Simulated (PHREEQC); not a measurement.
A PHREEQC input (ion-association model, phreeqc.dat):

```
SOLUTION 1
  temp 25
  units mg/L
  pH 5.92
  pe 12.4
  Na 0.00218
  K 0.00357
  Ca 0.0299
  Mg 0.0013
  Cl 0.0153
  S(6) 0.0121 as SO4
  Alkalinity 0.0672 as HCO3
  Sr 4.6e-05
  Zn 1.17e-05
  Pb 0.0107
END
USE solution 1
EQUILIBRIUM_PHASES 1
  CO22(g) -3.4 10
END
```

It stops with these messages:

```
ERROR: Phase not found in database, CO22(g).
ERROR: Calculations terminating due to input errors.
```

The fault: the phase CO2(g) misspelt. The line should read `CO2(g)` where the input has `CO22(g)`. With the mend the run ends at pH 5.71 and ionic strength 4.79e-6 mol/kgw.
